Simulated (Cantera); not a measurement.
Cantera run:

```python
import numpy as np
import cantera as ct

gas_names = """
    O2 H2O2
""".split()
cond_names = """
    BaO2H2(s) BaO2H2(L) BaO(s) BaO(L)
""".split()


# ... load() reads the species with a 1 bar reference pressure and builds the phases ...
species = {s.name: s for s in load("nasa_gas.yaml", gas_names) + load("nasa_condensed.yaml", cond_names)}
# Each term lists the table entries of one substance; the one whose range holds T is used.
reactions = {
    '2 Ba(OH)2 + O2(g) = 2 H2O2(g) + 2 BaO':
        [(-2, ['BaO2H2(s)', 'BaO2H2(L)']), (-1, ['O2']), (2, ['H2O2']), (2, ['BaO(s)', 'BaO(L)'])],
}


def pick(names, T):
    return next(species[n] for n in names if species[n].thermo.min_temp <= T <= species[n].thermo.max_temp)


results = []
for label, terms in reactions.items():
    print(label)
    print("     T/K   dH/kJ  dS/(J/K)   dG/kJ   log10 K")
    for T in [1823, 2023, 2223, 2423, 2623]:
        used = [(nu, pick(names, T)) for nu, names in terms]
        dH = sum(nu * s.thermo.h(T) for nu, s in used) / 1e6
        dS = sum(nu * s.thermo.s(T) for nu, s in used) / 1e3
        dG = dH - T * dS / 1e3
        logK = -dG * 1e6 / (ct.gas_constant * T * np.log(10))
        results.append((label, T, dH, dS, dG, logK, [s.name for _, s in used]))
        print(f"{T:8g} {dH:8.1f} {dS:8.1f} {dG:8.1f} {logK:8.2f}")
```

It prints:

```
2 Ba(OH)2 + O2(g) = 2 H2O2(g) + 2 BaO
     T/K   dH/kJ  dS/(J/K)   dG/kJ   log10 K
    1823    388.0     22.1    347.8    -9.97
    2023    378.9     17.3    343.9    -8.88
    2223    370.9     13.5    340.8    -8.01
    2423    480.9     61.7    331.4    -7.14
    2623    474.3     59.1    319.3    -6.36
```

Standard-state values (1 bar) from the NASA 1993 polynomials, evaluated with Cantera. Condensed species are held in their standard states even where they would react or evaporate.
